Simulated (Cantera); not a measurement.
Mixture: 9.51 % CH4, 19.0 % O2, 71.5 % N2, at 21.7 atm, adiabatic and at constant pressure. Ignition delay is the time to a rise of 400 K.

Model: GRI-Mech 3.0 (53 species, 325 reactions), integrated in Cantera. The pressure lies above the range GRI-Mech 3.0 was tuned for (to about 10 atm).

### Question
Predict: delay at 1225 K; delay at 1275 K; delay at 1325 K; delay at 1375 K; delay at 1425 K; delay at 1475 K; apparent activation energy between 1375 and 1475 K.

### Answer
```
Item                                                     Value
--------------------------------------------------  ----------
delay at 1225 K                                        1.46 ms
delay at 1275 K                                       0.832 ms
delay at 1325 K                                       0.489 ms
delay at 1375 K                                       0.295 ms
delay at 1425 K                                       0.182 ms
delay at 1475 K                                       0.115 ms
apparent activation energy between 1375 and 1475 K  160 kJ/mol
```
